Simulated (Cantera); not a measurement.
An isothermal, constant-pressure homogeneous reactor starts with CH4 : O2 : N2 = 0.017 : 0.008 : 1 (molar parts), equivalence ratio 4.2, at 1400 K and 0.740 bar. Integrator tolerance rtol = 1e-08.

Detailed kinetics in Cantera: GRI-Mech 3.0 (53 species, 325 reactions).

### Question
What does this change do: temperature 1400 to 1325 K?

### Answer
| quantity | before | after |
|---|---|---|
| x(CH4) at 200 s | 0.00108 (gas-phase equilibrium 2.37e-5) | 0.00299 (gas-phase equilibrium 6.53e-5) |
| x(O2) at 200 s | <1e-12 (gas-phase equilibrium <1e-12) | <1e-12 (gas-phase equilibrium <1e-12) |
| x(CO) at 200 s | 0.00709 (gas-phase equilibrium 0.0152) | 0.00529 (gas-phase equilibrium 0.0152) |
| x(OH) at 200 s | 4.97e-9 (gas-phase equilibrium <1e-12) | 1.42e-9 (gas-phase equilibrium <1e-12) |
| x(C2H) at 200 s | 1.37e-10 (gas-phase equilibrium <1e-12) | 2.38e-11 (gas-phase equilibrium <1e-12) |

### Question
What does this change do: temperature 1400 to 1500 K?

### Answer
```tsv
quantity	before	after
x(CH4) at 200 s	0.00108 (gas-phase equilibrium 2.37e-5)	0.000411 (gas-phase equilibrium 6.94e-6)
x(O2) at 200 s	<1e-12 (gas-phase equilibrium <1e-12)	<1e-12 (gas-phase equilibrium <1e-12)
x(CO) at 200 s	0.00709 (gas-phase equilibrium 0.0152)	0.0117 (gas-phase equilibrium 0.0152)
x(OH) at 200 s	4.97e-9 (gas-phase equilibrium <1e-12)	9.84e-9 (gas-phase equilibrium <1e-12)
x(C2H) at 200 s	1.37e-10 (gas-phase equilibrium <1e-12)	4.41e-10 (gas-phase equilibrium <1e-12)
```

### Question
What does this change do: pressure from 0.740 bar to 9.60 bar?

### Answer
```tsv
quantity	before	after
x(CH4) at 200 s	0.00108 (gas-phase equilibrium 2.37e-5)	0.00295 (gas-phase equilibrium 0.000235)
x(O2) at 200 s	<1e-12 (gas-phase equilibrium <1e-12)	<1e-12 (gas-phase equilibrium <1e-12)
x(CO) at 200 s	0.00709 (gas-phase equilibrium 0.0152)	0.00899 (gas-phase equilibrium 0.0152)
x(OH) at 200 s	4.97e-9 (gas-phase equilibrium <1e-12)	9.97e-10 (gas-phase equilibrium <1e-12)
x(C2H) at 200 s	1.37e-10 (gas-phase equilibrium <1e-12)	1.60e-11 (gas-phase equilibrium <1e-12)
```
